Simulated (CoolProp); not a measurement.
A single-stage vapour-compression cycle with hydrogen chloride: evaporating at 247.15 K (dew point), condensing at 295.15 K (bubble point), superheat 2 K, subcooling 2 K, compressor efficiency 0.7, no pressure losses. Each further row changes one setting.

Model: reference Helmholtz-energy equation of state, Thol 2018, in CoolProp.

| case | cooling COP | pressure ratio | discharge temperature (K) | refrigerating effect (kJ/kg) | volumetric capacity (kJ/m³) |
|---|---|---|---|---|---|
| as stated | 2.59 | 3.61 | 387.6 | 274 | 6960 |
| evaporating temperature 252.15 K | 3.02 | 3.09 | 373.5 | 275 | ___ |
| condensing temperature 290.15 K | ___ | 3.21 | 372.5 | 286 | 7250 |
| subcooling 7 K | 2.70 | 3.61 | 387.6 | 286 | 7260 |
| superheat 12 K | 2.53 | 3.61 | ___ | 286 | 6800 |
| compressor efficiency 0.6 | 2.22 | 3.61 | ___ | 274 | 6960 |

**Question.** What belongs in the gaps?

**Answer.** 
- evaporating temperature 252.15 K, volumetric capacity (kJ/m³): 8140
- condensing temperature 290.15 K, cooling COP: 3.01
- superheat 12 K, discharge temperature (K): 406.9
- compressor efficiency 0.6, discharge temperature (K): 405.6
